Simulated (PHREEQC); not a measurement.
Consider water at 5 °C with 0.17 mol BaBr2 per kg of water. Closed to the air; pH follows from the charge balance.

Model: ion-association model, wateq4f.dat, run in PHREEQC.

Precipitation was switched off in this run.

**Question.** Predict the activity of water.

**Answer.** activity of water 0.991.

Constants without temperature data keep their 25 °C values here.
